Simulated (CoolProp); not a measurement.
Vapour-liquid equilibrium of R152A (1) + methanol (2) at 500 kPa; x and y are mole fractions of (1).

Model: multi-fluid Helmholtz-energy mixture model, Outcalt 1996 and de Reuck 1993; pair parameters Bell 2016, in CoolProp.

```json
[
 {"x": "0.05", "bubble temperature, mixture model (K)": "354.2", "bubble temperature, Raoult's law (K)": "372.3", "y, mixture model": "0.620", "y, Raoult's law": "0.345"},
 {"x": "0.125", "bubble temperature, mixture model (K)": "329.7", "bubble temperature, Raoult's law (K)": "357.1", "y, mixture model": "0.852", "y, Raoult's law": "0.636"},
 {"x": "0.2", "bubble temperature, mixture model (K)": "…", "bubble temperature, Raoult's law (K)": "345.0", "y, mixture model": "0.905", "y, Raoult's law": "0.785"},
 {"x": "0.275", "bubble temperature, mixture model (K)": "…", "bubble temperature, Raoult's law (K)": "335.2", "y, mixture model": "0.926", "y, Raoult's law": "0.866"},
 {"x": "0.35", "bubble temperature, mixture model (K)": "311.6", "bubble temperature, Raoult's law (K)": "327.3", "y, mixture model": "0.937", "y, Raoult's law": "0.913"},
 {"x": "0.425", "bubble temperature, mixture model (K)": "…", "bubble temperature, Raoult's law (K)": "320.8", "y, mixture model": "0.944", "y, Raoult's law": "0.942"},
 {"x": "0.5", "bubble temperature, mixture model (K)": "307.4", "bubble temperature, Raoult's law (K)": "315.2", "y, mixture model": "0.951", "y, Raoult's law": "0.961"},
 {"x": "0.575", "bubble temperature, mixture model (K)": "305.4", "bubble temperature, Raoult's law (K)": "310.5", "y, mixture model": "0.958", "y, Raoult's law": "0.973"},
 {"x": "0.65", "bubble temperature, mixture model (K)": "…", "bubble temperature, Raoult's law (K)": "306.4", "y, mixture model": "0.965", "y, Raoult's law": "0.982"},
 {"x": "0.725", "bubble temperature, mixture model (K)": "301.1", "bubble temperature, Raoult's law (K)": "302.7", "y, mixture model": "0.972", "y, Raoult's law": "0.988"},
 {"x": "0.8", "bubble temperature, mixture model (K)": "298.8", "bubble temperature, Raoult's law (K)": "299.5", "y, mixture model": "0.979", "y, Raoult's law": "0.993"},
 {"x": "0.875", "bubble temperature, mixture model (K)": "296.4", "bubble temperature, Raoult's law (K)": "296.6", "y, mixture model": "0.987", "y, Raoult's law": "0.996"},
 {"x": "0.95", "bubble temperature, mixture model (K)": "294.0", "bubble temperature, Raoult's law (K)": "293.9", "y, mixture model": "0.995", "y, Raoult's law": "0.999"}
]
```

Q: Complete the blanks.

A: 
- 0.2, bubble temperature, mixture model (K): 319.6
- 0.275, bubble temperature, mixture model (K): 314.6
- 0.425, bubble temperature, mixture model (K): 309.4
- 0.65, bubble temperature, mixture model (K): 303.3

The largest gap from Raoult's law is -27.4 K in bubble temperature, at x = 0.125. No azeotrope shows between x = 0.05 and 0.95.

Pair parameters are fitted to limited data, so mixtures are less certain than the pure fluids. With so large a gap from Raoult's law the liquid may split in two, which this calculation doesn't test in full.
